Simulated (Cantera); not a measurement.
# Diamond growth

A diamond (100) surface in a fixed gas of H2 with x(CH4) = 0.0026, x(H) = 0.0042, at 1300 K, 0.220 bar; coverages are run to steady state.

Cantera simulation using the Harris–Goodwin 1993 mechanism for the reconstructed diamond (100) surface; the numbers are that mechanism's predictions, not measurements.

| x(CH3) | growth (µm/h) | θ c6HH | θ c6H* | θ c6*H | θ c6** | θ c6HM |
|---|---|---|---|---|---|---|
| 1e-06 | 0.0818 | 0.388 | 0.0490 | 0.521 | 0.0418 | 8.58e-6 |
| 2.5e-06 | 0.204 | 0.388 | 0.0490 | 0.521 | 0.0418 | 2.14e-5 |
| 6.3e-06 | 0.515 | 0.388 | 0.0490 | 0.521 | 0.0418 | 5.40e-5 |
| 1.6e-05 | 1.31 | 0.388 | 0.0490 | 0.521 | 0.0417 | 0.000137 |
| 3.9e-05 | 3.18 | 0.388 | 0.0489 | 0.521 | 0.0417 | 0.000334 |
| 9.8e-05 | 7.97 | 0.388 | 0.0489 | 0.520 | 0.0415 | 0.000837 |
| 0.00025 | 20.2 | 0.387 | 0.0487 | 0.519 | 0.0411 | 0.00212 |
| 0.00061 | 48.4 | 0.385 | 0.0484 | 0.515 | 0.0401 | 0.00511 |
| 0.0015 | 114 | 0.380 | 0.0477 | 0.507 | 0.0378 | 0.0122 |
θ: site fractions in the mechanism's names (c6HH fully hydrogenated, c6H* and c6*H radical sites, c6** diradical, c6HM methylated).
